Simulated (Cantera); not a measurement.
Feed: 1 mol CF4, 0.26 mol F2, equilibrated at 64.0 mbar.

Cantera equilibrium calculation (NASA polynomials, part measured and part estimated; ideal gas, pure solids and liquids). Candidate condensed phases: C; 13 gas species. Condensed phases not in the tables: fluorocarbon polymer. Gases not in the tables: C2F6 and larger saturated fluorocarbons. Equilibrium is a limit: real reactors are often held back by kinetics, nucleation or transport.

log p: log10 of the partial pressure in bar; nothing condenses.

```csv
T (°C),log p CF4,log p F,log p F2,log p CF3
377,-1.29,-4.25,-1.88,<-13
477,-1.30,___,-1.89,<-13
577,-1.30,-2.72,-1.92,<-13
677,-1.31,-2.24,-2.01,<-13
777,-1.34,-1.92,-2.23,<-13
877,-1.36,___,___,<-13
977,-1.37,-1.69,-3.09,<-13
1077,-1.37,-1.67,-3.56,-12.02
1177,-1.37,-1.66,-4.00,-10.57
1277,-1.38,-1.66,-4.38,-9.31
1377,-1.38,-1.66,-4.72,-8.20
1477,-1.38,-1.66,-5.02,-7.22
1577,-1.38,-1.66,-5.29,-6.35
```

Problem. Fill in the missing entries.

Solution. 
- 877, log p F: -1.75
- 877, log p F2: -2.61
- 477, log p F: -3.38
